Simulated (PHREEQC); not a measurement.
Brine (model solution)

Make-up at 25 °C: 1.7 mol NaCl, 0.15 mol Na2SO4 and 0.00071 mol H4SiO4 per kg of water. Closed to the air; pH follows from the charge balance.

Equilibrium calculation in PHREEQC: Pitzer model, pitzer.dat.

Each row changes one thing in this solution. Precipitation was switched off in this run.

| case | pH | H3SiO4- (mol/kgw) | HSO4- (mol/kgw) | SI of SiO2(a) (SiO2) | SI of Mirabilite (Na2SO4:10H2O) |
|---|---|---|---|---|---|
| as made | 6.33 | 8.05e-7 | 4.30e-7 | -0.34 | -1.02 |
| NaCl from 1.7 to 1.87 mol/kgw | … | 7.97e-7 | 4.24e-7 | -0.33 | -1.00 |
| NaCl from 1.7 to 3.4 mol/kgw | 6.08 | 7.42e-7 | 4.10e-7 | … | -0.92 |
| temperature from 25 to 15 °C | 6.38 | 6.17e-7 | 2.74e-7 | -0.25 | -0.59 |
| NaCl left out | 6.72 | 9.50e-7 | 6.89e-7 | -0.48 | -1.85 |
| diluted 2-fold with water | … | 4.83e-7 | 2.23e-7 | -0.72 | … |
| diluted 100-fold with water | 6.99 | 1.20e-8 | 9.14e-9 | -2.49 | -5.37 |
| 0.27 mol/kgw H3BO3 added | 4.33 | 8.42e-9 | 4.26e-5 | -0.34 | -1.07 |
| diluted 10-fold with water | 6.88 | 1.23e-7 | … | -1.47 | -2.95 |

Fill in the missing entries.


- NaCl from 1.7 to 1.87 mol/kgw, pH: 6.30
- NaCl from 1.7 to 3.4 mol/kgw, SI of SiO2(a) (SiO2): -0.20
- diluted 2-fold with water, pH: 6.56
- diluted 2-fold with water, SI of Mirabilite (Na2SO4:10H2O): -1.52
- diluted 10-fold with water, HSO4- (mol/kgw): 5.67e-8

In brines, pH and single-ion activities rest on the MacInnes convention.
